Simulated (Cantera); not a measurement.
Cantera run, input and output.

```python
import numpy as np
import cantera as ct

gas = ct.Solution("gri30.yaml")
gas.TPX = 2225, 13332, {'CH4': 0.036, 'H2': 1, 'H': 0.031}
reactor = ct.IdealGasConstPressureReactor(gas, energy="off", clone=False)
net = ct.ReactorNet([reactor])
net.rtol, net.atol = 1e-08, 1e-18
show = ['CH4', 'H2', 'H', 'C2H4', 'C2H2']
times = np.geomspace(0.001, 8, 13)

steps = ct.SolutionArray(gas, extra=["t"])
rows = []
print(f"{'t/s':>10s}{'T/K':>9s}{'P/Pa':>11s}" + "".join(f"{s:>11s}" for s in show))
for t in times:
    while net.time < t:
        t_next = net.step()
        steps.append(gas.state, t=t_next)
    rows.append([np.interp(t, steps.t, y) for y in (steps.T, steps.P, *steps(*show).X.T)])
    print(f"{t:10.3e}{rows[-1][0]:9.1f}{rows[-1][1]:11.4g}" + "".join(f"{x:11.3e}" for x in rows[-1][2:]))
rate = np.gradient(steps.T, steps.t)
print("integrator steps:", len(steps.t))
if steps.T.max() > steps.T[0] + 200:
    print(f"time of steepest temperature rise: {steps.t[rate.argmax()]:.4e} s")
gas.TPX = 2225, 13332, {'CH4': 0.036, 'H2': 1, 'H': 0.031}
gas.equilibrate("TP")
print(f"equilibrium (TP): T = {gas.T:.1f} K  " + "  ".join(f"{s} {gas[s].X[0]:.3e}" for s in show))
```

It prints:

```
       t/s      T/K       P/Pa        CH4         H2          H       C2H4       C2H2
 1.000e-03   2225.0  1.333e+04  7.308e-03  9.657e-01  1.313e-02  3.622e-05  1.192e-02
 2.115e-03   2225.0  1.333e+04  3.705e-03  9.670e-01  1.416e-02  1.417e-05  1.410e-02
 4.472e-03   2225.0  1.333e+04  1.586e-03  9.671e-01  1.541e-02  6.720e-06  1.540e-02
 9.457e-03   2225.0  1.333e+04  6.364e-04  9.667e-01  1.649e-02  5.002e-06  1.599e-02
 2.000e-02   2225.0  1.333e+04  2.640e-04  9.662e-01  1.719e-02  4.650e-06  1.622e-02
 4.229e-02   2225.0  1.333e+04  1.256e-04  9.660e-01  1.750e-02  4.577e-06  1.631e-02
 8.944e-02   2225.0  1.333e+04  8.146e-05  9.660e-01  1.756e-02  4.566e-06  1.634e-02
 1.891e-01   2225.0  1.333e+04  7.416e-05  9.660e-01  1.757e-02  4.565e-06  1.634e-02
 4.000e-01   2225.0  1.333e+04  7.396e-05  9.660e-01  1.757e-02  4.565e-06  1.634e-02
 8.459e-01   2225.0  1.333e+04  7.396e-05  9.660e-01  1.757e-02  4.565e-06  1.634e-02
 1.789e+00   2225.0  1.333e+04  7.396e-05  9.660e-01  1.757e-02  4.565e-06  1.634e-02
 3.783e+00   2225.0  1.333e+04  7.396e-05  9.660e-01  1.757e-02  4.565e-06  1.634e-02
 8.000e+00   2225.0  1.333e+04  7.396e-05  9.660e-01  1.757e-02  4.565e-06  1.634e-02
integrator steps: 1105
equilibrium (TP): T = 2225.0 K  CH4 7.419e-05  H2 9.660e-01  H 1.757e-02  C2H4 4.565e-06  C2H2 1.634e-02
```

Model: GRI-Mech 3.0 (53 species, 325 reactions), integrated in Cantera. GRI-Mech 3.0 stops at C3 and has no aromatics, soot or wall deposition, so with more carbon than oxygen in the feed, carbon stays in small species such as C2H2 where larger ones or solid carbon would form.
